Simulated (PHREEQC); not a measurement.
A solution holds 0.024 mol Al2(SO4)3, 0.0027 mol CaCl2, 0.0064 mol HCl and 0.23 mol NaCl per kg of water, at 25 °C. Closed to the air; pH follows from the charge balance.

The numbers come from PHREEQC with the ion-association model, wateq4f.dat.

The pH is 2.50 and the ionic strength comes out as 0.362 mol/kgw. The activity of water comes out as 0.991 and the total alkalinity is -6.40 meq/kg.

```csv
species,molality,activity,log γ
Cl-,0.242,0.161,-0.176
Na+,0.224,0.161,-0.144
AlSO4+,0.0305,0.0210,-0.162
SO4-2,0.0225,0.00526,-0.632
Al+3,0.0124,0.00126,-0.994
NaSO4-,0.00596,0.00423,-0.148
Al(SO4)2-,0.00506,0.00348,-0.162
H+,0.00405,0.00314,-0.110
HSO4-,0.00233,0.00160,-0.162
```

No solid was allowed to form. Species that the database lacks are ignored.
